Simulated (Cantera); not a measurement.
A closed system holds: 1 mol Si2H6, 0.11 mol Cl2, 4 mol H2, at 875 K.

Equilibrium computed with Cantera from the NASA thermochemical tables; the gas is ideal and each condensed phase is pure. Candidate condensed phases: Si; 19 gas species. The feed counts by its element totals alone. The tables' values for SiCl3 are old estimates; treat these amounts as uncertain. The numbers say what is thermodynamically allowed, not how fast it happens.

x: gas mole fraction; n: condensed amount in mol.

| P (Pa) | x H2 | x HCl | x SiHCl3 | x SiCl4 | x SiH2Cl2 | x SiCl2 | n Si(s) |
|---|---|---|---|---|---|---|---|
| 100 | 0.985 | 0.00924 | 0.00106 | 0.00454 | 2.26e-5 | 0.000111 | 1.96 |
| 260 | 0.986 | 0.00738 | 0.00140 | 0.00478 | 3.74e-5 | 7.03e-5 | 1.96 |
| 670 | 0.987 | 0.00586 | 0.00180 | 0.00488 | 6.07e-5 | 4.43e-5 | 1.95 |
| 1700 | 0.988 | 0.00463 | 0.00226 | 0.00484 | 9.64e-5 | 2.77e-5 | 1.95 |
| 4500 | 0.989 | 0.00360 | 0.00281 | 0.00467 | 0.000154 | 1.67e-5 | 1.95 |
| 12000 | 0.989 | 0.00278 | 0.00342 | 0.00439 | 0.000244 | 9.92e-6 | 1.94 |
| 30000 | 0.989 | ? | ? | ? | ? | ? | 1.94 |
| 77000 | 0.989 | ? | ? | ? | ? | ? | 1.94 |
| 200000 | 0.989 | 0.00126 | 0.00530 | 0.00308 | 0.000835 | 2.04e-6 | 1.93 |

### Question
Some entries are withheld; supply them.

### Answer

- 30000, x HCl: 0.00216
- 30000, x SiHCl3: 0.00404
- 30000, x SiCl4: 0.00403
- 30000, x SiH2Cl2: 0.000370
- 30000, x SiCl2: 6.01e-6
- 77000, x HCl: 0.00166
- 77000, x SiHCl3: 0.00468
- 77000, x SiCl4: 0.00358
- 77000, x SiH2Cl2: 0.000559
- 77000, x SiCl2: 3.54e-6
